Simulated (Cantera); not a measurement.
An isothermal, constant-pressure homogeneous reactor starts with NO : N2 = 1 : 0.88 (molar parts), at 2175 K and 10.00 Torr.

Computed with Cantera and GRI-Mech 3.0 (53 species, 325 reactions). Radical loss at walls, strong at low pressure, is not modelled.

x: mole fraction; the columns are a selection and need not sum to one.

```json
[
 {"t (s)": "6.00e-5", "x NO": "0.532", "x O2": "5.98e-10", "x O": "8.48e-7", "x NO2": "1.53e-10", "x N2": "0.468", "x N2O": "…"},
 {"t (s)": "0.000170", "x NO": "0.532", "x O2": "4.78e-9", "x O": "2.41e-6", "x NO2": "1.19e-9", "x N2": "0.468", "x N2O": "…"},
 {"t (s)": "0.000482", "x NO": "0.532", "x O2": "3.88e-8", "x O": "6.93e-6", "x NO2": "9.01e-9", "x N2": "0.468", "x N2O": "…"},
 {"t (s)": "0.00136", "x NO": "0.532", "x O2": "3.20e-7", "x O": "2.04e-5", "x NO2": "6.19e-8", "x N2": "0.468", "x N2O": "…"},
 {"t (s)": "0.00387", "x NO": "0.532", "x O2": "2.76e-6", "x O": "6.30e-5", "x NO2": "3.48e-7", "x N2": "0.468", "x N2O": "…"},
 {"t (s)": "0.0110", "x NO": "0.532", "x O2": "2.57e-5", "x O": "0.000209", "x NO2": "1.49e-6", "x N2": "0.468", "x N2O": "…"},
 {"t (s)": "0.0310", "x NO": "0.530", "x O2": "0.000250", "x O": "0.000682", "x NO2": "4.73e-6", "x N2": "0.468", "x N2O": "…"},
 {"t (s)": "0.0879", "x NO": "0.525", "x O2": "0.00208", "x O": "0.00173", "x NO2": "1.03e-5", "x N2": "0.471", "x N2O": "…"},
 {"t (s)": "0.249", "x NO": "0.503", "x O2": "0.0123", "x O": "0.00312", "x NO2": "1.85e-5", "x N2": "0.481", "x N2O": "…"},
 {"t (s)": "0.706", "x NO": "0.420", "x O2": "0.0527", "x O": "0.00503", "x NO2": "3.10e-5", "x N2": "0.522", "x N2O": "…"},
 {"t (s)": "2.00", "x NO": "0.200", "x O2": "0.161", "x O": "0.00807", "x NO2": "2.65e-5", "x N2": "0.631", "x N2O": "…"}
]
```

Fill in the missing entries.


- 6.00e-5, x N2O: 8.43e-7
- 0.000170, x N2O: 2.38e-6
- 0.000482, x N2O: 6.64e-6
- 0.00136, x N2O: 1.80e-5
- 0.00387, x N2O: 4.55e-5
- 0.0110, x N2O: 9.45e-5
- 0.0310, x N2O: 0.000129
- 0.0879, x N2O: 0.000110
- 0.249, x N2O: 8.30e-5
- 0.706, x N2O: 4.68e-5
- 2.00, x N2O: 8.18e-6
